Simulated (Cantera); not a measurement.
Feed: 1 mol SiH₂Cl₂, 2.9 mol NO, at 1575 K and 8.20 Pa.

Method: chemical equilibrium by Gibbs-energy minimisation in Cantera with the NASA 1993 tables (ideal gas, pure condensed phases). Candidate condensed phases: H₂O, NH₄Cl, Si, SiO₂, Si₂N₂O, Si₃N₄; 47 gas species. The tables hold silica as quartz up to 1696 K and as liquid above; real silica turns to tridymite and cristobalite and melts near 1996 K. Kinetics and transport are ignored.

Base state: HCl 0.372, N₂ 0.360, Cl 0.124, O₂ 0.0799, H₂O 0.0618, OH 0.000945, NO 0.000723, O 0.000334 (mole fractions); condensed: SiO₂(β-quartz).

Task: What changes in the equilibrium state with this change: temperature from 1575 K to 1250 K?

Result: 
```tsv
species	before	after
HCl	0.372	0.463
N₂	0.360	0.368
O₂	0.0799	0.103
Cl	0.124	0.0408
H₂O	0.0618	0.0226
H	5.00e-5	2.77e-8
H₂	0.000119	2.68e-7
SiO₂(β-quartz), mol	1.000	1.00
```

Task: What changes in the equilibrium state with this change: pressure from 8.20 Pa to 10000 Pa?

Result: 
```
species                before    after
-------------------  --------  -------
HCl                     0.372    0.446
N₂                      0.360    0.371
O₂                     0.0799   0.0982
Cl                      0.124   0.0364
H₂O                    0.0618   0.0330
Cl₂                  0.000142   0.0148
H                     5.00e-5  1.68e-7
H₂                   0.000119  1.64e-6
HOCl                  3.20e-7  1.49e-5
O                    0.000334  1.06e-5
SiO₂(β-quartz), mol     1.000     1.00
```
